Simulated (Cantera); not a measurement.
What does this Cantera script print?

```python
import numpy as np
import cantera as ct

gas_names = """
    C CH CH2 CH3 CH2OH CH3O CH4 CH3OH CN CO CO2 COOH C2 C2H CHCO,ketyl C2H2,acetylene C2H2,vinylidene
    CH2CO,ketene C2H3,vinyl CH3CN CH3CO,acetyl C2H4 C2H4O,ethylen CH3CHO,ethanal CH3COOH (HCOOH)2 C2H5
    C2H6 CH3OCH3 C2H5OH CCN CNC C2N2 C2O C3 C3H3,propargyl C3H4,allene C3H4,propyne C3H4,cyclo-
    C3H5,allyl C3H6,propylene C3H6,cyclo- C3H6O C3H7,n-propyl C3H7,i-propyl C3H8 C3H8O,1propanol
    C3H8O,2propanol C3O2 C4 C4H2 C4H4,1,3-cyclo- C4H6,butadiene C4H6,2-butyne C4H6,cyclo- C4H8,1-butene
    C4H8,cis2-buten C4H8,tr2-butene C4H8,isobutene C4H8,cyclo- (CH3COOH)2 C4H9,n-butyl C4H9,i-butyl
    C4H9,s-butyl C4H9,t-butyl C4H10,isobutane C4H10,n-butane C4N2 C5 C5H6,1,3cyclo- C5H8,cyclo-
    C5H10,1-pentene C5H10,cyclo- C5H11,pentyl C5H11,t-pentyl C5H12,n-pentane C5H12,i-pentane
    CH3C(CH3)2CH3 C6H2 C6H5,phenyl C6H5O,phenoxy C6H6 C6H5OH,phenol C6H10,cyclo- C6H12,1-hexene
    C6H12,cyclo- C6H13,n-hexyl C7H7,benzyl C7H8 C7H8O,cresol C7H14,1-heptene C7H15,n-heptyl
    C7H16,n-heptane C8H8,styrene C8H10,ethylbenz C8H16,1-octene C8H17,n-octyl C8H18,isooctane
    C8H18,n-octane C9H19,n-nonyl C10H8,naphthale C10H21,n-decyl C12H9,o-bipheny C12H10,bipheny H HCN HCO
    HCCN HNC HNCO HNO HNO2 HNO3 HO2 H2 HCHO,formaldehy HCOOH H2O H2O2 N NCO NH NH2 NH3 NH2OH NO NO2 NO3
    N2 N2H2 N2H4 N2O O OH O2 O3 Si SiC SiC2 SiC4H12 SiH SiH2 SiH3 SiH4 SiN SiO SiO2 Si2 Si2C Si2N Si3
""".split()
cond_names = """
    C(gr) C6H6(L) C7H8(L) C8H18(L),n-octa H2O(s) H2O(L) Si(cr) Si(L) SiC(b) SiO2(Lqz) SiO2(hqz) SiO2(L)
    Si2N2O(s) Si3N4(a)
""".split()


def load(file, names, dense=False):
    # The tables refer to 1 bar. Condensed volumes are neglected.
    table = {s.name: s for s in ct.Species.list_from_file(file)}
    out = []
    for n in names:
        d = dict(table[n].input_data)
        d["thermo"] = dict(d["thermo"], **{"reference-pressure": 1e5})
        if dense:
            d["equation-of-state"] = {"model": "constant-volume", "density": "1e6 g/cm^3"}
        out.append(ct.Species.from_dict(d))
    return out


gas = ct.Solution(thermo="ideal-gas", species=load("nasa_gas.yaml", gas_names))
cond = {s.name: ct.Solution(thermo="fixed-stoichiometry", species=[s], name=s.name)
        for s in load("nasa_condensed.yaml", cond_names, dense=True)}
atoms = {
    'HMDSO': {'Si': 2, 'C': 6, 'H': 18, 'O': 1},
    'N2O': {'N': 2, 'O': 1},
}
top_T = {'C(gr)': 4500, 'SiC(b)': 3050, 'Si2N2O(s)': 2100, 'Si3N4(a)': 2400}  # K; cautious upper limits of use, not melting points


def equilibrate(T, P, feed):
    n = {}
    for name, mol in feed.items():
        for a, k in atoms[name].items():
            n[a] = n.get(a, 0.0) + k * mol
    gas.TPX = T, P, n
    mass = sum(n.values()) * gas.mean_molecular_weight
    gas.equilibrate("TP")
    valid = [c for c in cond.values() if c.min_temp <= T <= top_T.get(c.name, c.max_temp)]
    mix = ct.Mixture([(gas, mass / gas.mean_molecular_weight)] + [(c, 0.0) for c in valid])
    mix.T, mix.P = T, P
    mix.equilibrate("TP", solver="vcs", rtol=1e-11, max_steps=5000)
    return mix


results = []
feed = {'HMDSO': 1, 'N2O': 4.2}  # mol
P = 5.5  # Pa
for T in [875, 975, 1075, 1175, 1275, 1375, 1475, 1575, 1675, 1775]:
    mix = equilibrate(T, P, feed)
    results.append((T, P, feed, dict(zip(mix.species_names, mix.species_moles))))

top = {s: max(r[3][s] / sum(r[3][g] for g in gas_names) for r in results) for s in gas_names}
cols = sorted((s for s in top if top[s] > 1e-06), key=lambda s: -top[s])[:8]
seen = [c for c in cond_names if any(r[3].get(c, 0) > 1e-12 for r in results)]
print("log10 of partial pressures in bar; condensed amounts in mol")
print(f"{'T/K':>10s}" + "".join(f"{s[:9]:>10s}" for s in cols + seen))
for T, P, feed, n in results:
    ng = sum(n[g] for g in gas_names)
    print(f"{T:10.4g}" + "".join(f"{np.log10(max(n[s] / ng * P / 1e5, 1e-99)):10.3f}" for s in cols)
          + "".join(f"{n.get(c, 0):10.4g}" for c in seen))
```

Result:

```
log10 of partial pressures in bar; condensed amounts in mol
       T/K        H2        N2        CO       SiO         H        Si       HCN      Si2C     C(gr)    SiC(b) SiO2(hqz) Si2N2O(s)
       875    -4.464    -4.795    -5.339   -17.696   -12.532   -30.727   -10.909   -44.993       4.8         0         2         0
       975    -4.469    -4.808    -5.263   -13.551   -11.176   -23.955   -10.102   -33.697     4.554         0     1.836   0.08188
      1075    -4.520    -4.969    -4.851   -11.167   -10.094   -19.784    -9.545   -27.189       1.8         0         0         1
      1175    -4.520    -4.969    -4.851    -9.432    -9.172   -16.227    -8.995   -21.598       1.8         0         0    0.9999
      1275    -4.551    -4.925    -4.824    -7.973    -8.408   -13.280    -8.548   -17.011         0     1.201         0     0.398
      1375    -4.555    -4.920    -4.832    -6.402    -7.743   -11.062    -8.825   -14.348         0     1.242         0    0.3148
      1475    -4.571    -4.902    -4.862    -5.746    -7.173    -9.486    -8.725   -12.390         0       1.4         0         0
      1575    -4.573    -4.902    -4.863    -5.747    -6.668    -8.410    -8.341   -10.984         0     1.399         0         0
      1675    -4.578    -4.904    -4.864    -5.752    -6.224    -7.466    -8.005    -9.752         0     1.392         0         0
      1775    -4.590    -4.909    -4.866    -5.781    -5.834    -6.641    -7.701    -8.674         0     1.356         0         0
```

Cantera equilibrium calculation (NASA polynomials, part measured and part estimated; ideal gas, pure solids and liquids). The feed counts by its element totals alone. Mutual solubility and eutectic melting of coexisting phases are not modelled.
